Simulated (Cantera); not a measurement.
Equilibrium for roasting and sulfation: FeS2 + SO3 + CO2

Feed: 1 mol FeS2, 3 mol SO3, a varied amount of CO2, held at 1823.15 K and 0.0230 bar.

These are equilibrium values from Cantera (NASA tables, ideal gas, pure condensed phases), not measurements of a reactor. Candidate condensed phases: C, Fe, Fe(CO)5, FeO, FeS, FeSO4, FeS2, Fe2O3, Fe2(SO4)3, Fe3O4, S; 25 gas species. The tables' stoichiometric FeO is somewhat more stable than real wüstite, so its field is too wide. FeO: taken at fixed stoichiometry. Equilibrium is a limit: real reactors are often held back by kinetics, nucleation or transport.

```tsv
n(CO2) (mol)	x SO2	x CO2	x CO	x S2	x SO	n FeO(l)
0.25	0.805	0.0295	0.0220	0.0801	0.0590	0.999
0.44	0.780	0.0499	0.0370	0.0728	0.0566	0.999
0.62	0.757	0.0679	0.0499	0.0665	0.0546	0.999
0.81	0.735	0.0857	0.0623	0.0604	0.0525	0.999
1	0.715	0.102	0.0737	0.0549	0.0506	0.999
1.2	0.695	0.119	0.0846	0.0495	0.0486	0.999
1.4	0.677	0.134	0.0944	0.0446	0.0467	0.999
1.6	0.660	0.149	0.103	0.0401	0.0449	0.999
1.7	0.652	0.156	0.107	0.0380	0.0440	0.999
1.9	0.636	0.170	0.115	0.0341	0.0423	0.999
```
x: gas mole fraction; n: condensed amount in mol.

From 0.25 mol CO2 to 1.9 mol CO2 the condensed part is FeO(l). The main Fe-bearing gas is Fe throughout.
